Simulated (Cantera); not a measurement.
Charge: 1 mol TiO2, 1.2 mol C, 13 mol H2, held at 14000 Pa.

Equilibrium computed with Cantera from the NASA thermochemical tables; the gas is ideal and each condensed phase is pure. Candidate condensed phases: C, C6H6, C7H8, C8H18, H2O, Ti, TiC, TiO, TiO2, Ti2O3, Ti3O5, Ti4O7; 113 gas species. Mutual solubility and eutectic melting of coexisting phases are not modelled. TiC: taken at fixed stoichiometry. Kinetics and transport are ignored. All values below are at 1623 K.

Base state: H2 0.934, CO 0.0660, H 0.000178, H2O 0.000124 (mole fractions); condensed: TiC(s) + Ti2O3(s).

Problem. What changes in the equilibrium state with this change: C from 1.2 to 3.8 mol?

Solution. 
| species | before | after |
|---|---|---|
| H2 | 0.934 | 0.866 |
| CO | 0.0660 | 0.133 |
| H | 0.000178 | 0.000172 |
| CH4 | 9.57e-6 | 0.000156 |
| C2H2 (acetylene) | 9.10e-8 | 3.02e-5 |
| H2O | 0.000124 | 1.22e-5 |
| TiC(s), mol | 0.281 | 1.00 |
| Ti2O3(s), mol | 0.360 | 0 |
| C(graphite), mol | 0 | 0.797 |
